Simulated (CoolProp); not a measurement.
R227EA at 168.59 K and 18.4 MPa is throttled through a valve to 2.57 MPa with no heat exchange. Each further row changes one setting.

Computed with CoolProp (reference Helmholtz-energy equation of state, Lemmon 2016).

| case | temperature change (K) |
|---|---|
| as stated | +6.8 |
| outlet pressure 0.771 MPa | +7.6 |
| outlet pressure 3.34 MPa | +6.5 |
